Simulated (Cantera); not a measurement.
What does this Cantera script print?

```python
import numpy as np
import cantera as ct

gas_names = """
    H H2 N NH NH2 NH3 N2 N2H2 N2H4 Pb Pb2
""".split()
cond_names = """
    Pb(cr) Pb(L)
""".split()


def load(file, names, dense=False):
    # The tables refer to 1 bar. Condensed volumes are neglected.
    table = {s.name: s for s in ct.Species.list_from_file(file)}
    out = []
    for n in names:
        d = dict(table[n].input_data)
        d["thermo"] = dict(d["thermo"], **{"reference-pressure": 1e5})
        if dense:
            d["equation-of-state"] = {"model": "constant-volume", "density": "1e6 g/cm^3"}
        out.append(ct.Species.from_dict(d))
    return out


gas = ct.Solution(thermo="ideal-gas", species=load("nasa_gas.yaml", gas_names))
cond = {s.name: ct.Solution(thermo="fixed-stoichiometry", species=[s], name=s.name)
        for s in load("nasa_condensed.yaml", cond_names, dense=True)}
atoms = {
    'Pb': {'Pb': 1},
    'NH3': {'N': 1, 'H': 3},
    'N2': {'N': 2},
}
top_T = {}  # K; cautious upper limits of use, not melting points


def equilibrate(T, P, feed):
    n = {}
    for name, mol in feed.items():
        for a, k in atoms[name].items():
            n[a] = n.get(a, 0.0) + k * mol
    gas.TPX = T, P, n
    mass = sum(n.values()) * gas.mean_molecular_weight
    gas.equilibrate("TP")
    valid = [c for c in cond.values() if c.min_temp <= T <= top_T.get(c.name, c.max_temp)]
    mix = ct.Mixture([(gas, mass / gas.mean_molecular_weight)] + [(c, 0.0) for c in valid])
    mix.T, mix.P = T, P
    mix.equilibrate("TP", solver="vcs", rtol=1e-11, max_steps=5000)
    return mix


results = []
T = 1425  # K
P = 10000  # Pa
for m in [6.8, 8.3, 10, 12, 15, 18, 22, 27, 32, 39, 47, 58, 70]:
    feed = {'Pb': 1, 'NH3': 0.79, 'N2': m}  # mol
    mix = equilibrate(T, P, feed)
    results.append((T, P, feed, dict(zip(mix.species_names, mix.species_moles))))

top = {s: max(r[3][s] / sum(r[3][g] for g in gas_names) for r in results) for s in gas_names}
cols = sorted((s for s in top if top[s] > 1e-05), key=lambda s: -top[s])[:6]
seen = [c for c in cond_names if any(r[3].get(c, 0) > 1e-12 for r in results)]
print("log10 of partial pressures in bar; condensed amounts in mol")
print(f"{'n(N2)':>10s}" + "".join(f"{s[:9]:>10s}" for s in cols + seen))
for T, P, feed, n in results:
    ng = sum(n[g] for g in gas_names)
    print(f"{feed['N2']:10.4g}" + "".join(f"{np.log10(max(n[s] / ng * P / 1e5, 1e-99)):10.3f}" for s in cols)
          + "".join(f"{n.get(c, 0):10.4g}" for c in seen))
```

Result:

```
log10 of partial pressures in bar; condensed amounts in mol
     n(N2)        N2        H2        Pb       Pb2
       6.8    -1.115    -1.898    -1.972    -5.600
       8.3    -1.097    -1.963    -2.037    -5.729
        10    -1.083    -2.026    -2.100    -5.855
        12    -1.071    -2.090    -2.164    -5.983
        15    -1.058    -2.171    -2.245    -6.146
        18    -1.049    -2.240    -2.314    -6.283
        22    -1.040    -2.317    -2.391    -6.437
        27    -1.033    -2.397    -2.471    -6.598
        32    -1.028    -2.465    -2.539    -6.733
        39    -1.023    -2.545    -2.619    -6.893
        47    -1.020    -2.622    -2.695    -7.046
        58    -1.016    -2.709    -2.782    -7.220
        70    -1.013    -2.787    -2.861    -7.377
```

Equilibrium computed with Cantera from the NASA thermochemical tables; the gas is ideal and each condensed phase is pure.
